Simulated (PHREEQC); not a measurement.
Dissolve 0.27 mol NiSO4, 0.082 mol Na2SO4 and 0.023 mol HCl per kg of water at 25 °C. Closed to the air; pH follows from the charge balance.

Computed with PHREEQC (ion-association model, wateq4f.dat).

Each row changes one thing in this solution. No solid was allowed to form.

```
case                                            pH  ionic strength (mol/kgw)  SO4-2 (mol/kgw)  HSO4- (mol/kgw)
--------------------------------------------  ----  ------------------------  ---------------  ---------------
as made                                       2.38                     0.629            0.152           0.0175
Na2SO4 left out                               2.30                     0.494            0.110           0.0165
NiSO4 replaced by MnSO4 at the same molality  2.42                     0.714       (withheld)           0.0179
HCl left out                                  6.00                     0.620            0.163          4.56e-6
NiSO4 from 0.27 to 0.027 mol/kgw              2.21                     0.267           0.0674           0.0151
temperature from 25 to 30 °C                  2.42                     0.625            0.151           0.0179
NiSO4 from 0.27 to 0.243 mol/kgw              2.37                (withheld)            0.145           0.0174
HCl from 0.023 to 0.0023 mol/kgw              3.41                     0.620            0.162          0.00178
HCl from 0.023 to 0.0046 mol/kgw              3.10                     0.621            0.161       (withheld)
```

Problem. Some entries are withheld; supply them.

Solution. 
- NiSO4 replaced by MnSO4 at the same molality, SO4-2 (mol/kgw): 0.174
- NiSO4 from 0.27 to 0.243 mol/kgw, ionic strength (mol/kgw): 0.596
- HCl from 0.023 to 0.0046 mol/kgw, HSO4- (mol/kgw): 0.00356

The ionic strength passes 0.7 mol/kgw, the rough limit of the ion-association models, in NiSO4 replaced by MnSO4 at the same molality.
